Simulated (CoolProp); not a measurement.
Vapour-liquid equilibrium of o-xylene (1) + n-nonane (2) at 548.8 K; x and y are mole fractions of (1).

Model: multi-fluid Helmholtz-energy mixture model, Zhou 2012 and Lemmon 2006; pair parameters Bell 2016, in CoolProp.

| x | bubble pressure (kPa) | y at the bubble point | dew pressure at overall composition x (kPa) | liquid density (mol/L) |
|---|---|---|---|---|
| 0.05 | 1200 | 0.056 | 1199 | … |
| 0.125 | 1218 | … | 1215 | 3.759 |
| 0.2 | 1234 | 0.217 | … | 3.881 |
| 0.275 | … | 0.294 | 1246 | 4.010 |
| 0.35 | 1263 | 0.370 | 1260 | … |
| 0.425 | 1276 | 0.444 | 1273 | … |
| 0.5 | 1286 | 0.517 | 1284 | 4.446 |
| 0.575 | 1295 | 0.588 | 1294 | 4.610 |
| 0.65 | 1302 | 0.659 | 1301 | 4.784 |
| 0.725 | 1307 | 0.730 | 1306 | 4.971 |
| 0.8 | 1309 | 0.802 | 1309 | 5.169 |
| 0.875 | 1309 | … | 1309 | 5.381 |
| 0.95 | 1307 | 0.949 | 1307 | 5.607 |

Task: Fill in the missing entries.

Result: 
- 0.05, liquid density (mol/L): 3.643
- 0.125, y at the bubble point: 0.137
- 0.2, dew pressure at overall composition x (kPa): 1231
- 0.275, bubble pressure (kPa): 1249
- 0.35, liquid density (mol/L): 4.147
- 0.425, liquid density (mol/L): 4.292
- 0.875, y at the bubble point: 0.874

y crosses x between x = 0.8 and 0.875: the model has an azeotrope there.

Pair parameters are fitted to limited data, so mixtures are less certain than the pure fluids.
